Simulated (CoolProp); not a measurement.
Values from CoolProp's reference Helmholtz-energy equation of state, de Reuck 1990.

Q: For fluorine, give the phase and the density (kg/m³), cp (kJ/(kg K)), speed of sound (m/s), expansivity (1/kK) at -165.45 °C and 7.54 MPa.

A: 
- -165.45 °C and 7.54 MPa: liquid; density 1360, cp 1.57, speed of sound 677, expansivity 5.77
